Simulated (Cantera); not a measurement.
Input (Python, Cantera) and output of one run.

```python
import numpy as np
import cantera as ct

gas_names = """
    CL CLO CL2 O O2 O3 Ti TiCL TiCL2 TiCL3 TiCL4 TiO TiOCL TiOCL2 TiO2
""".split()
cond_names = """
    Ti(a) Ti(b) Ti(L) TiCL2(s) TiCL3(s) TiCL4(L) TiO(a) TiO(b) TiO(L) TiO2(ru) TiO2(L) Ti2O3(a) Ti2O3(b)
    Ti2O3(L) Ti3O5(a) Ti3O5(b) Ti3O5(L) Ti4O7(s) Ti4O7(L)
""".split()


# ... load() reads the species with a 1 bar reference pressure and builds the phases ...
atoms = {
    'TiO2': {'Ti': 1, 'O': 2},
    'Cl2': {'CL': 2},
    'O2': {'O': 2},
}
top_T = {'TiCL2(s)': 1300, 'TiCL3(s)': 1000}  # K; cautious upper limits of use, not melting points


# ... equilibrate(T, P, feed) seeds the gas with the atoms and calls Mixture.equilibrate('TP', solver="vcs", rtol=1e-11, max_steps=5000) ...
results = []
feed = {'TiO2': 1, 'Cl2': 41, 'O2': 2.4}  # mol
P = 4.5  # Pa
for T in [673, 773, 873, 973, 1073, 1173, 1273, 1373, 1473, 1573, 1673, 1773, 1873, 1973]:
    mix = equilibrate(T, P, feed)
    results.append((T, P, feed, dict(zip(mix.species_names, mix.species_moles))))

top = {s: max(r[3][s] / sum(r[3][g] for g in gas_names) for r in results) for s in gas_names}
cols = sorted((s for s in top if top[s] > 1e-05), key=lambda s: -top[s])[:7]
seen = [c for c in cond_names if any(r[3].get(c, 0) > 1e-12 for r in results)]
print("log10 of partial pressures in bar; condensed amounts in mol")
print(f"{'T/K':>10s}" + "".join(f"{s[:9]:>10s}" for s in cols + seen))
for T, P, feed, n in results:
    ng = sum(n[g] for g in gas_names)
    print(f"{T:10.4g}" + "".join(f"{np.log10(max(n[s] / ng * P / 1e5, 1e-99)):10.3f}" for s in cols)
          + "".join(f"{n.get(c, 0):10.4g}" for c in seen))
```

Output:

```
log10 of partial pressures in bar; condensed amounts in mol
       T/K        CL       CL2        O2         O      TiO2     TiCL4    TiOCL2  TiO2(ru)
       673    -8.734    -4.372    -5.604   -19.000   -38.854   -13.943   -24.799         1
       773    -7.497    -4.372    -5.604   -16.474   -32.504   -12.140   -20.830         1
       873    -6.541    -4.374    -5.605   -14.524   -27.623   -10.759   -17.781         1
       973    -5.785    -4.388    -5.612   -12.976   -23.757    -9.684   -15.376    0.9998
      1073    -5.189    -4.441    -5.636   -11.723   -20.620    -8.879   -13.458    0.9986
      1173    -4.750    -4.598    -5.699   -10.704   -18.027    -8.398   -11.965    0.9952
      1273    -4.491    -4.955    -5.796    -9.867   -15.848    -8.400   -10.913     0.994
      1373    -4.392    -5.508    -5.864    -9.142   -13.992    -8.915   -10.274    0.9978
      1473    -4.367    -6.107    -5.886    -8.497   -12.394    -9.642    -9.865    0.9993
      1573    -4.362    -6.664    -5.893    -7.928   -11.003   -10.358    -9.551    0.9993
      1673    -4.360    -7.162    -5.899    -7.425    -9.783   -11.007    -9.286    0.9987
      1773    -4.360    -7.607    -5.911    -6.983    -8.703   -11.584    -9.053    0.9946
      1873    -4.361    -8.008    -5.939    -6.596    -7.743   -12.088    -8.841    0.9631
      1973    -4.363    -8.372    -6.001    -6.266    -6.883   -12.515    -8.639    0.7465
```

Method: chemical equilibrium by Gibbs-energy minimisation in Cantera with the NASA 1993 tables (ideal gas, pure condensed phases). Condensed phases not in the tables: TiOCl.
